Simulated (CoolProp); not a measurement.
Vapour-liquid equilibrium of propane (1) + c-C4F8 (RC318) (2) at 253.9 K; x and y are mole fractions of (1).

Computed with CoolProp (multi-fluid Helmholtz-energy mixture model, Lemmon 2009 and Platzer 1990; pair parameters Bell 2016). This equation is an older, rougher fit; its heat capacities, sound speeds and derivatives of the liquid may be far off and weren't checked against measurements.

Task: Give the bubble pressure and the first vapour's composition at x = 0.05, 0.15, 0.75. Is there an azeotrope?

Result: x = 0.05: 0.09179 MPa, y = 0.404; x = 0.15: 0.1481 MPa, y = 0.656; x = 0.75: 0.2433 MPa, y = 0.860. No azeotrope shows between x = 0.05 and 0.95.

The pair parameters rest on a limited set of measurements; away from them the model extrapolates. With so large a gap from Raoult's law the liquid may split in two, which this calculation doesn't test in full.
